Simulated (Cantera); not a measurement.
Cantera run:

```python
import numpy as np
import cantera as ct

gas_names = """
    H HO2 H2 H2O H2O2 O OH O2 O3 Pb PbO Pb2
""".split()
cond_names = """
    H2O(s) H2O(L) Pb(cr) Pb(L) PbO(rd) PbO(yw) PbO(L) PbO2(s) Pb3O4(s)
""".split()


# ... load() reads the species with a 1 bar reference pressure and builds the phases ...
atoms = {
    'PbO': {'Pb': 1, 'O': 1},
    'H2': {'H': 2},
    'H2O': {'H': 2, 'O': 1},
}
top_T = {'Pb3O4(s)': 820}  # K; cautious upper limits of use, not melting points


# ... equilibrate(T, P, feed) seeds the gas with the atoms and calls Mixture.equilibrate('TP', solver="vcs", rtol=1e-11, max_steps=5000) ...
results = []
T = 1898.15  # K
P = 170000  # Pa
for m in [6.7, 9.5, 14, 19, 28, 40, 56, 80, 110, 160, 230]:
    feed = {'PbO': 1, 'H2': m, 'H2O': 7.2}  # mol
    mix = equilibrate(T, P, feed)
    results.append((T, P, feed, dict(zip(mix.species_names, mix.species_moles))))

top = {s: max(r[3][s] / sum(r[3][g] for g in gas_names) for r in results) for s in gas_names}
cols = sorted((s for s in top if top[s] > 1e-06), key=lambda s: -top[s])[:9]
seen = [c for c in cond_names if any(r[3].get(c, 0) > 1e-12 for r in results)]
print("log10 of partial pressures in bar; condensed amounts in mol")
print(f"{'n(H2)':>10s}" + "".join(f"{s[:9]:>10s}" for s in cols + seen))
for T, P, feed, n in results:
    ng = sum(n[g] for g in gas_names)
    print(f"{feed['H2']:10.4g}" + "".join(f"{np.log10(max(n[s] / ng * P / 1e5, 1e-99)):10.3f}" for s in cols)
          + "".join(f"{n.get(c, 0):10.4g}" for c in seen))
```

It prints:

```
log10 of partial pressures in bar; condensed amounts in mol
     n(H2)        H2       H2O        Pb         H       PbO       Pb2        OH
       6.7    -0.187    -0.029    -0.945    -3.200    -3.303    -4.114    -4.129
       9.5    -0.088    -0.104    -1.019    -3.151    -3.550    -4.262    -4.253
        14    -0.002    -0.202    -1.117    -3.108    -3.832    -4.458    -4.395
        19     0.051    -0.291    -1.205    -3.081    -4.062    -4.633    -4.510
        28     0.103    -0.415    -1.329    -3.055    -4.361    -4.881    -4.660
        40     0.138    -0.539    -1.453    -3.037    -4.645    -5.130    -4.802
        56     0.163    -0.663    -1.578    -3.025    -4.919    -5.378    -4.939
        80     0.182    -0.801    -1.715    -3.015    -5.214    -5.654    -5.086
       110     0.195    -0.929    -1.842    -3.009    -5.481    -5.908    -5.220
       160     0.206    -1.082    -1.996    -3.004    -5.798    -6.214    -5.378
       230     0.213    -1.233    -2.147    -3.000    -6.108    -6.517    -5.533
```

Equilibrium computed with Cantera from the NASA thermochemical tables; the gas is ideal and each condensed phase is pure. Gases not in the tables: (PbO)n polymers.
